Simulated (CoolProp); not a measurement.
Vapour-liquid equilibrium of R125 (1) + R143a (2) at 298.5 K; x and y are mole fractions of (1).

The numbers come from the multi-fluid Helmholtz-energy mixture model, Lemmon 2005 and Lemmon and Jacobsen 2000; pair parameters Lemmon 2004 in CoolProp.

| x | bubble pressure, mixture model (kPa) | bubble pressure, Raoult's law (kPa) | y, mixture model | y, Raoult's law |
|---|---|---|---|---|
| 0.05 | 1274 | 1279 | 0.050 | 0.054 |
| 0.15 | 1277 | 1291 | 0.153 | 0.162 |
| 0.25 | 1282 | 1302 | 0.256 | 0.267 |
| 0.35 | 1289 | 1314 | 0.360 | 0.370 |
| 0.45 | 1298 | 1326 | 0.463 | 0.472 |
| 0.55 | 1310 | 1338 | 0.566 | 0.572 |
| 0.65 | 1324 | 1350 | 0.667 | 0.670 |
| 0.75 | 1340 | 1361 | 0.766 | 0.766 |
| 0.85 | 1359 | 1373 | 0.862 | 0.861 |
| 0.95 | 1380 | 1385 | 0.955 | 0.954 |

The largest gap from Raoult's law is -2.1 % in bubble pressure, at x = 0.45. No azeotrope shows between x = 0.05 and 0.95.

The pair parameters rest on a limited set of measurements; away from them the model extrapolates.
